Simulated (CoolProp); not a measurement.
Water along the isotherm 1000 K: fugacity coefficient from the reference equation and from simpler models built on Tc = 647.1 K, pc = 22.06 MPa, ω = 0.344; each cubic takes its own stable root.

Computed with CoolProp (reference Helmholtz-energy equation of state, Wagner 2002).

| p (MPa) | phase | reference | Redlich-Kwong | Peng-Robinson |
|---|---|---|---|---|
| 3.68 | gas | 0.9906 | 0.9855 | 0.9888 |
| 7.35 | gas | 0.9814 | 0.9713 | 0.9780 |
| 11 | gas | 0.9722 | 0.9576 | 0.9677 |
| 14.7 | gas | 0.9629 | 0.9440 | 0.9576 |
| 18.4 | gas | 0.9538 | 0.9307 | 0.9479 |
| 22.1 | supercritical | 0.9447 | 0.9178 | 0.9387 |
| 25.7 | supercritical | 0.9360 | 0.9055 | 0.9300 |
| 29.4 | supercritical | 0.9271 | 0.8933 | 0.9215 |
| 33.1 | supercritical | 0.9184 | 0.8815 | 0.9134 |
| 36.8 | supercritical | 0.9098 | 0.8700 | 0.9056 |
| 40.5 | supercritical | 0.9013 | 0.8590 | 0.8982 |
| 44.1 | supercritical | 0.8932 | 0.8486 | 0.8914 |
| 47.8 | supercritical | 0.8850 | 0.8383 | 0.8847 |
| 51.5 | supercritical | 0.8770 | 0.8285 | 0.8784 |
| 55.2 | supercritical | 0.8692 | 0.8191 | 0.8724 |
